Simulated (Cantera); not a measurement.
Premixed flame

A freely propagating, adiabatic, planar premixed flame of CH4 : C2H6 : O2 : N2 : CO2 = 1 : 0.93 : 4.04 : 15.2 : 0.76 (molar parts), unburnt at 700 K and 101000 Pa; mixture-averaged transport, grid criteria slope 0.08 and curve 0.16, no radiation.

Computed with Cantera and GRI-Mech 3.0 (53 species, 325 reactions). Burning velocities carry a grid error of a few per cent, more on coarse grids.

```tsv
z (mm)	T (K)	u (m/s)	x CH4	x C2H6	x O2	x NO2	x HCN	x CO2
-0.982	700	1.37	0.0455	0.0423	0.184	<1e-8	<1e-8	0.0346
-0.655	703	1.38	0.0452	0.0421	0.183	<1e-8	<1e-8	0.0344
-0.491	713	1.41	0.0446	0.0418	0.181	3.50e-8	3.47e-8	0.0343
-0.327	781	1.56	0.0423	0.0401	0.173	2.21e-7	3.33e-7	0.0341
-0.164	1159	2.38	0.0316	0.0263	0.135	3.30e-7	3.23e-6	0.0358
-0.0819	1534	3.23	0.0199	0.00953	0.0921	8.50e-8	8.08e-6	0.0400
0	1877	4.02	0.00664	0.000546	0.0467	1.13e-8	1.67e-5	0.0474
0.0819	2044	4.39	0.000932	3.46e-6	0.0198	<1e-8	2.05e-5	0.0559
0.164	2092	4.49	7.75e-5	1.24e-8	0.00925	<1e-8	1.43e-5	0.0633
0.327	2119	4.53	4.65e-7	<1e-8	0.00434	<1e-8	4.39e-6	0.0711
0.655	2147	4.58	<1e-8	<1e-8	0.00310	<1e-8	5.39e-7	0.0747
1.31	2184	4.65	<1e-8	<1e-8	0.00224	<1e-8	1.65e-8	0.0757
2.62	2223	4.72	<1e-8	<1e-8	0.00138	<1e-8	<1e-8	0.0764
```
x: mole fraction of selected species; z is measured from the peak of heat release.

```yaml
laminar_burning_velocity: 137 cm/s
thermal_thickness: 0.327 mm
peak x(HCN): 2.08e-5
grid_points: 145
```
